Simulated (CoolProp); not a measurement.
Vapour-liquid equilibrium of n-hexane (1) + o-xylene (2) at 59.95 °C; x and y are mole fractions of (1).

The numbers come from the multi-fluid Helmholtz-energy mixture model, Thol 2019 and Zhou 2012; pair parameters Bell 2016 in CoolProp.

| x | bubble pressure, mixture model (MPa) | bubble pressure, Raoult's law (MPa) | y, mixture model | y, Raoult's law |
|---|---|---|---|---|
| 0.05 | 0.009884 | 0.008984 | 0.474 | 0.425 |
| 0.15 | 0.01828 | 0.01607 | ___ | 0.712 |
| 0.25 | ___ | 0.02315 | 0.838 | 0.824 |
| 0.35 | 0.03336 | 0.03024 | 0.888 | 0.883 |
| 0.45 | 0.04023 | 0.03732 | 0.919 | 0.920 |
| 0.55 | ___ | 0.04441 | 0.941 | 0.945 |
| 0.65 | 0.05322 | 0.05149 | 0.958 | 0.963 |
| 0.75 | ___ | 0.05857 | ___ | 0.977 |
| 0.85 | 0.06605 | 0.06566 | ___ | 0.988 |
| 0.95 | 0.07278 | 0.07274 | 0.995 | 0.996 |

Problem. Some entries are withheld; supply them.

Solution. 
- 0.15, y, mixture model: 0.742
- 0.25, bubble pressure, mixture model (MPa): 0.02607
- 0.55, bubble pressure, mixture model (MPa): 0.04681
- 0.75, bubble pressure, mixture model (MPa): 0.05958
- 0.75, y, mixture model: 0.972
- 0.85, y, mixture model: 0.984

The largest gap from Raoult's law is +13.8 % in bubble pressure, at x = 0.15. No azeotrope shows between x = 0.05 and 0.95.

The pair parameters rest on a limited set of measurements; away from them the model extrapolates.
